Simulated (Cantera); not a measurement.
Cantera run, input and output.

```python
import numpy as np
import cantera as ct

surf = ct.Interface("diamond.yaml", "diamond_100")
gas, bulk = surf.adjacent["gas"], surf.adjacent["diamond"]
k = surf.kinetics_species_index(bulk.species_names[0])
cover = ["c6HH", "c6H*", "c6*H", "c6**", "c6HM", "c6B"]

rows, drift = [], 0.0
print(f"{'xCH3':>10s}{'um/h':>11s}" + "".join(f"{s:>11s}" for s in cover))
for v in [1e-06, 2.6e-06, 7e-06, 1.8e-05, 4.8e-05, 0.00013, 0.00034, 0.00089, 0.0023]:
    T, P, xH, xCH3 = 950, 3200, 0.026, v
    gas.TPX = T, P, {"H": xH, "CH3": xCH3, "CH4": 0.0037, "H2": 1 - xH - xCH3 - 0.0037}
    surf.TP = bulk.TP = T, P
    surf.coverages = "c6H*:0.1, c6HH:0.9"
    surf.advance_coverages(100.0)
    before = surf.coverages
    surf.advance_coverages(100.0)
    drift = max(drift, np.max(np.abs(surf.coverages - before) / (surf.coverages + 1e-9)))
    rate = surf.net_production_rates[k] * bulk.mean_molecular_weight / bulk.density * 3.6e9
    rows.append([rate, *surf[cover].coverages])
    print(f"{v:10.4g}{rate:11.4e}" + "".join(f"{x:11.3e}" for x in rows[-1][1:]))
```

Output:

```
      xCH3       um/h       c6HH       c6H*       c6*H       c6**       c6HM        c6B
     1e-06 1.3307e-02  6.433e-01  1.430e-02  3.356e-01  6.754e-03  2.598e-05  3.611e-11
   2.6e-06 3.4597e-02  6.433e-01  1.430e-02  3.356e-01  6.753e-03  6.755e-05  9.388e-11
     7e-06 9.3129e-02  6.432e-01  1.430e-02  3.355e-01  6.752e-03  1.818e-04  2.527e-10
   1.8e-05 2.3938e-01  6.430e-01  1.429e-02  3.354e-01  6.749e-03  4.674e-04  6.496e-10
   4.8e-05 6.3762e-01  6.423e-01  1.428e-02  3.350e-01  6.740e-03  1.245e-03  1.730e-09
   0.00013 1.7216e+00  6.406e-01  1.424e-02  3.341e-01  6.716e-03  3.361e-03  4.672e-09
   0.00034 4.4676e+00  6.361e-01  1.414e-02  3.317e-01  6.654e-03  8.723e-03  1.212e-08
   0.00089 1.1461e+01  6.248e-01  1.388e-02  3.256e-01  6.498e-03  2.238e-02  3.110e-08
    0.0023 2.8177e+01  5.977e-01  1.326e-02  3.111e-01  6.126e-03  5.503e-02  7.646e-08
```

Model: the Harris–Goodwin 1993 mechanism for the reconstructed diamond (100) surface, integrated in Cantera.
